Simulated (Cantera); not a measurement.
Standard-state values (1 bar) from the NASA 1993 polynomials, evaluated with Cantera. Values are per mole of reaction as written; species without (g) are pure solids or liquids, kept so even where they would boil at 1 bar.

4 CO(g) + SO3(g) → COS(g) + 3 CO2(g)

```csv
T (K),ΔH° (kJ),ΔS° (J/K),ΔG° (kJ),log10 K
300,-481.1,-174.5,-428.7,74.64
1298,?,?,?,?
1398,-473.6,-169.0,-237.2,8.86
1498,-472.1,-168.1,-220.4,7.68
1598,-470.6,-167.1,-203.6,6.66
1698,-469.1,-166.1,-187.0,5.75
1798,-467.5,-165.2,-170.4,4.95
1898,-465.9,-164.4,-153.9,4.24
1998,-464.2,-163.5,-137.5,3.60
2098,?,?,?,?
2198,-460.8,-161.9,-105.0,2.50
```

Task: Some entries are withheld; supply them.

Result: 
- 1298, ΔH° (kJ): -475.0
- 1298, ΔS° (J/K): -170.1
- 1298, ΔG° (kJ): -254.2
- 1298, log10 K: 10.23
- 2098, ΔH° (kJ): -462.5
- 2098, ΔS° (J/K): -162.7
- 2098, ΔG° (kJ): -121.2
- 2098, log10 K: 3.02
